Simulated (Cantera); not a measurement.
Input: 1 mol Fe₃O₄, 350 mol H₂, 0.063 mol H₂O, held at 26.3 Torr.

Cantera equilibrium calculation (NASA polynomials, part measured and part estimated; ideal gas, pure solids and liquids). Candidate condensed phases: Fe, FeO, Fe(OH)₂, Fe(OH)₃, Fe₂O₃, Fe₃O₄, H₂O; 12 gas species. The numbers say what is thermodynamically allowed, not how fast it happens.

x: gas mole fraction; n: condensed amount in mol.

```json
[
 {"T (°C)": "550", "x H₂": "0.988", "x H₂O": "0.0116", "x H": "3.90e-11", "x Fe": "<1e-12", "x OH": "<1e-12", "x FeO": "<1e-12", "n Fe(α)": "3.00", "n Fe(γ)": "0", "n Fe(δ)": "0"},
 {"T (°C)": "625", "x H₂": "0.988", "x H₂O": "0.0116", "x H": "5.82e-10", "x Fe": "<1e-12", "x OH": "<1e-12", "x FeO": "<1e-12", "n Fe(α)": "3.00", "n Fe(γ)": "0", "n Fe(δ)": "0"},
 {"T (°C)": "700", "x H₂": "0.988", "x H₂O": "0.0116", "x H": "5.75e-9", "x Fe": "<1e-12", "x OH": "<1e-12", "x FeO": "<1e-12", "n Fe(α)": "3.00", "n Fe(γ)": "0", "n Fe(δ)": "0"},
 {"T (°C)": "775", "x H₂": "0.988", "x H₂O": "0.0116", "x H": "4.11e-8", "x Fe": "4.01e-12", "x OH": "?", "x FeO": "<1e-12", "n Fe(α)": "3.00", "n Fe(γ)": "0", "n Fe(δ)": "0"},
 {"T (°C)": "850", "x H₂": "0.988", "x H₂O": "0.0116", "x H": "2.26e-7", "x Fe": "8.90e-11", "x OH": "?", "x FeO": "<1e-12", "n Fe(α)": "3.00", "n Fe(γ)": "0", "n Fe(δ)": "0"},
 {"T (°C)": "925", "x H₂": "0.988", "x H₂O": "0.0116", "x H": "1.01e-6", "x Fe": "1.33e-9", "x OH": "?", "x FeO": "<1e-12", "n Fe(α)": "0", "n Fe(γ)": "3.00", "n Fe(δ)": "0"},
 {"T (°C)": "1000", "x H₂": "0.988", "x H₂O": "0.0116", "x H": "3.79e-6", "x Fe": "1.42e-8", "x OH": "?", "x FeO": "<1e-12", "n Fe(α)": "0", "n Fe(γ)": "3.00", "n Fe(δ)": "0"},
 {"T (°C)": "1075", "x H₂": "0.988", "x H₂O": "0.0116", "x H": "1.23e-5", "x Fe": "1.17e-7", "x OH": "?", "x FeO": "2.64e-12", "n Fe(α)": "0", "n Fe(γ)": "3.00", "n Fe(δ)": "0"},
 {"T (°C)": "1150", "x H₂": "0.988", "x H₂O": "0.0116", "x H": "3.53e-5", "x Fe": "7.62e-7", "x OH": "?", "x FeO": "2.51e-11", "n Fe(α)": "0", "n Fe(γ)": "3.00", "n Fe(δ)": "0"},
 {"T (°C)": "1225", "x H₂": "0.988", "x H₂O": "0.0116", "x H": "9.13e-5", "x Fe": "4.11e-6", "x OH": "?", "x FeO": "1.91e-10", "n Fe(α)": "0", "n Fe(γ)": "3.00", "n Fe(δ)": "0"},
 {"T (°C)": "1300", "x H₂": "0.988", "x H₂O": "0.0116", "x H": "0.000216", "x Fe": "1.88e-5", "x OH": "?", "x FeO": "1.19e-9", "n Fe(α)": "0", "n Fe(γ)": "2.99", "n Fe(δ)": "0"},
 {"T (°C)": "1375", "x H₂": "0.988", "x H₂O": "0.0116", "x H": "0.000473", "x Fe": "7.45e-5", "x OH": "?", "x FeO": "6.23e-9", "n Fe(α)": "0", "n Fe(γ)": "2.97", "n Fe(δ)": "0"},
 {"T (°C)": "1450", "x H₂": "0.987", "x H₂O": "0.0116", "x H": "0.000968", "x Fe": "0.000261", "x OH": "?", "x FeO": "2.81e-8", "n Fe(α)": "0", "n Fe(γ)": "0", "n Fe(δ)": "2.91"}
]
```

Task: Complete the blanks.

Result: 
- 775, x OH: 1.52e-12
- 850, x OH: 1.37e-11
- 925, x OH: 9.37e-11
- 1000, x OH: 5.13e-10
- 1075, x OH: 2.32e-9
- 1150, x OH: 8.99e-9
- 1225, x OH: 3.04e-8
- 1300, x OH: 9.16e-8
- 1375, x OH: 2.50e-7
- 1450, x OH: 6.24e-7
